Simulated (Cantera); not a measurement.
Input (Python, Cantera) and output of one run.

```python
import numpy as np
import cantera as ct

gas_names = """
    AL ALCL ALCL2 ALCL3 ALH ALN AL2 AL2CL6 CL CL2 H HCL H2 N NH NH2 NH3 N2 N2H2 N2H4
""".split()
cond_names = """
    AL(cr) AL(L) ALCL3(s) ALCL3(L) ALN(s) NH4CL(a) NH4CL(b)
""".split()


def load(file, names, dense=False):
    # The tables refer to 1 bar. Condensed volumes are neglected.
    table = {s.name: s for s in ct.Species.list_from_file(file)}
    out = []
    for n in names:
        d = dict(table[n].input_data)
        d["thermo"] = dict(d["thermo"], **{"reference-pressure": 1e5})
        if dense:
            d["equation-of-state"] = {"model": "constant-volume", "density": "1e6 g/cm^3"}
        out.append(ct.Species.from_dict(d))
    return out


gas = ct.Solution(thermo="ideal-gas", species=load("nasa_gas.yaml", gas_names))
cond = {s.name: ct.Solution(thermo="fixed-stoichiometry", species=[s], name=s.name)
        for s in load("nasa_condensed.yaml", cond_names, dense=True)}
atoms = {
    'Al': {'AL': 1},
    'HCl': {'H': 1, 'CL': 1},
    'N2': {'N': 2},
}
top_T = {'ALN(s)': 2750}  # K; cautious upper limits of use, not melting points


def equilibrate(T, P, feed):
    n = {}
    for name, mol in feed.items():
        for a, k in atoms[name].items():
            n[a] = n.get(a, 0.0) + k * mol
    gas.TPX = T, P, n
    mass = sum(n.values()) * gas.mean_molecular_weight
    gas.equilibrate("TP")
    valid = [c for c in cond.values() if c.min_temp <= T <= top_T.get(c.name, c.max_temp)]
    mix = ct.Mixture([(gas, mass / gas.mean_molecular_weight)] + [(c, 0.0) for c in valid])
    mix.T, mix.P = T, P
    mix.equilibrate("TP", solver="vcs", rtol=1e-11, max_steps=5000)
    return mix


results = []
feed = {'Al': 1, 'HCl': 4.6, 'N2': 33}  # mol
T = 923.15  # K
P = 19  # Pa
mix = equilibrate(T, P, feed)
results.append((T, P, feed, dict(zip(mix.species_names, mix.species_moles))))
x = sorted(zip(gas.X, gas.species_names), reverse=True)
print(f"T = {T:g} K  P = {P:g} Pa  gas = {mix.phase_moles(0):.4g} mol")
print("   x: " + "  ".join(f"{s} {v:.3e}" for v, s in x if v > 1e-05))
print("   condensed (mol): " + ("  ".join(f"{mix.phase(i).name} {mix.phase_moles(i):.4g}"
      for i in range(1, mix.n_phases) if mix.phase_moles(i) > 1e-12) or "none"))
```

Result:

```
T = 923.15 K  P = 19 Pa  gas = 37.1 mol
   x: N2 8.895e-01  HCL 4.313e-02  H2 4.043e-02  ALCL3 2.695e-02
   condensed (mol): none
```

Cantera equilibrium calculation (NASA polynomials, part measured and part estimated; ideal gas, pure solids and liquids).
